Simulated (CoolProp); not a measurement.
A Linde-Hampson liquefier for CF4 (R14): isothermal reversible compression at 300 K from 1 atm to 25 MPa, throttling to 1 atm, return gas leaving the recuperator 10 K below the feed. Each further row changes one setting.

Values from CoolProp's reference Helmholtz-energy equation of state, Platzer 1990. This equation is an older, rougher fit; its heat capacities, sound speeds and derivatives of the liquid may be far off and weren't checked against measurements.

```json
[
 {"case": "as stated", "liquid yield per pass": "…", "compression work (kJ/kg of gas)": "140"},
 {"case": "high pressure 50 MPa", "liquid yield per pass": "…", "compression work (kJ/kg of gas)": "…"},
 {"case": "warm-end temperature 330 K", "liquid yield per pass": "…", "compression work (kJ/kg of gas)": "…"},
 {"case": "warm-end gap 15 K", "liquid yield per pass": "0.253", "compression work (kJ/kg of gas)": "140"}
]
```

**Question.** Some entries are withheld; supply them.

**Answer.** 
- as stated, liquid yield per pass: 0.264
- high pressure 50 MPa, liquid yield per pass: 0.266
- high pressure 50 MPa, compression work (kJ/kg of gas): 163
- warm-end temperature 330 K, liquid yield per pass: 0.198
- warm-end temperature 330 K, compression work (kJ/kg of gas): 160
